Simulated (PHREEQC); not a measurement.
Consider water at 25 °C with 0.12 mol/kgw NaH2PO4, 0.066 mol/kgw NaF and 0.00012 mol/kgw NaCl. Closed to the air; pH follows from the charge balance.

Model: ion-association model, wateq4f.dat, run in PHREEQC.

Question: The ionic strength comes out as 0.184 mol/kgw. What activity coefficients do HF2-, H2PO4-, HPO4-2, F-, Na+ get?

Answer: HF2- 0.71, H2PO4- 0.75, HPO4-2 0.31, F- 0.71, Na+ 0.75.

No solid was allowed to form. H3PO4, which wateq4f.dat lacks, is added to it with the constant of phreeqc.dat.
